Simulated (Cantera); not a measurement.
Charge: 1 mol LiOH, 0.034 mol H2, 0.49 mol H2O, at 10.0 Pa.

Method: chemical equilibrium by Gibbs-energy minimisation in Cantera with the NASA 1993 tables (ideal gas, pure condensed phases). Candidate condensed phases: H2O, Li, LiH, LiOH, Li2O; 17 gas species. Condensed phases not in the tables: the peroxide. Equilibrium is a limit: real reactors are often held back by kinetics, nucleation or transport.

x: gas mole fraction; n: condensed amount in mol.

| T (K) | x H2O | x LiOH | x Li | x O2 | x H | x H2 | x OH | x O | n Li2O(s) |
|---|---|---|---|---|---|---|---|---|---|
| 898 | 0.967 | 0.000173 | 1.54e-9 | <1e-12 | 1.99e-9 | 0.0332 | 5.34e-11 | <1e-12 | 0.500 |
| 1048 | 0.961 | (withheld) | (withheld) | <1e-12 | (withheld) | 0.0331 | (withheld) | <1e-12 | 0.497 |
| 1198 | 0.890 | 0.0778 | 9.75e-5 | 1.16e-9 | 3.39e-6 | 0.0319 | 7.49e-7 | 8.18e-11 | 0.458 |
| 1348 | 0.525 | 0.446 | 0.00407 | 1.93e-7 | 3.55e-5 | 0.0236 | 1.27e-5 | 1.79e-8 | 0.201 |
| 1498 | 0.342 | 0.622 | 0.0217 | 3.12e-5 | 0.000182 | 0.0113 | 0.000157 | 2.20e-6 | 0 |
| 1648 | 0.352 | 0.588 | 0.0443 | 0.00337 | 0.000743 | 0.00696 | 0.00169 | 0.000147 | 0 |
| 1798 | 0.356 | 0.479 | 0.114 | 0.0226 | 0.00394 | 0.0125 | 0.00736 | 0.00179 | 0 |
| 1948 | 0.342 | (withheld) | (withheld) | (withheld) | (withheld) | (withheld) | (withheld) | (withheld) | 0 |
| 2098 | 0.272 | 0.124 | 0.309 | 0.0844 | 0.0720 | 0.0547 | 0.0424 | 0.0398 | 0 |

Task: Fill in the missing entries.

Result: 
- 1948, x LiOH: 0.296
- 1948, x Li: 0.226
- 1948, x O2: 0.0555
- 1948, x H: 0.0189
- 1948, x H2: 0.0280
- 1948, x OH: 0.0209
- 1948, x O: 0.0105
- 1048, x LiOH: 0.00594
- 1048, x Li: 8.75e-7
- 1048, x H: 1.41e-7
- 1048, x OH: 1.29e-8
